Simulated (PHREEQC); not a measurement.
Metal-bearing waste water (model solution)

Consider water at 25 °C with 0.04 mol/kgw Pb(NO3)2, 0.00028 mol/kgw MgSO4 and 0.16 mol/kgw H2SO4. It is in equilibrium with CO2 at log p = -3.4 (atm). Otherwise closed; pH follows from the charge balance.

Model: ion-association model, phreeqc.dat, run in PHREEQC.

This is a speciation only: nothing precipitates in the calculation.

Question: Predict the pH.

Answer: pH 0.80.

Question: In which forms is N present?

Answer: NO3- 94 %, PbNO3+ 6.4 % of the N.

Examples of supersaturated solids here: Anglesite. Others may be too. Complexes and solids missing from the database can't appear.
